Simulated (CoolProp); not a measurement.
Vapour pressure (MPa) of R113: the reference equation beside estimates from Tc = 487.2 K, pc = 3.392 MPa, ω = 0.253.

The numbers come from the reference Helmholtz-energy equation of state, Marx 1992 in CoolProp.

```csv
T (K),reference,Lee-Kesler,van der Waals,Redlich-Kwong,Soave-Redlich-Kwong
257.9,0.006813,0.006665,0.1373,0.01633,0.006808
267.7,0.01148,0.01124,…,0.02587,0.01143
277.5,0.01850,0.01815,0.2168,0.03935,0.01840
287.3,0.02870,0.02823,0.2664,0.05776,0.02852
297,0.04284,0.04228,0.3227,0.08189,0.04257
306.8,…,0.06170,0.3873,0.1134,…
316.6,0.08817,0.08760,0.4601,0.1532,0.08777
326.4,0.1218,0.1214,0.5415,0.2025,0.1214
336.2,0.1646,0.1644,0.6319,0.2626,0.1644
345.9,0.2176,0.2178,…,0.3338,0.2176
355.7,0.2834,0.2841,0.8399,0.4189,0.2840
365.5,0.3633,0.3645,0.9594,0.5184,0.3648
375.3,0.4591,0.4609,…,0.6335,0.4619
385,0.5715,0.5737,1.228,0.7639,0.5759
```

Q: Some entries are withheld; supply them.

A: 
- 267.7, van der Waals: 0.1739
- 306.8, reference: 0.06230
- 306.8, Soave-Redlich-Kwong: 0.06195
- 345.9, van der Waals: 0.7305
- 375.3, van der Waals: 1.089

Absolute difference from the reference over all 14 rows, mean and median: Lee-Kesler 0.9 and 0.5 %, van der Waals 593.1 and 383.2 %, Redlich-Kwong 76.2 and 70.0 %, Soave-Redlich-Kwong 0.4 and 0.4 %.
